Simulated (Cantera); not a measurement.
A closed system holds: 1 mol Fe₃O₄, 1.5 mol Cl₂, 3 mol O₂, at 38.3 Torr.

Equilibrium computed with Cantera from the NASA thermochemical tables; the gas is ideal and each condensed phase is pure. Candidate condensed phases: Fe, FeCl₂, FeCl₃, FeO, Fe₂O₃, Fe₃O₄; 13 gas species. Condensed phases not in the tables: FeOCl. The numbers say what is thermodynamically allowed, not how fast it happens. All values below are at 575 °C.

Base state: O₂ 0.647, Cl₂ 0.353, FeCl₃ 9.06e-5, Cl 7.05e-5 (mole fractions); condensed: Fe₂O₃(s).

### Question
What changes in the equilibrium state with this change: O₂ from 3 to 0.043 mol?

### Answer
```
species         before     after
-------------  -------  --------
Cl₂              0.353     0.826
FeCl₃          9.06e-5     0.137
Fe₂Cl₆         1.59e-8    0.0364
O₂               0.647  0.000204
FeCl₂          2.21e-7  0.000219
Cl             7.05e-5  0.000108
Fe₂O₃(s), mol     1.50      1.36
```
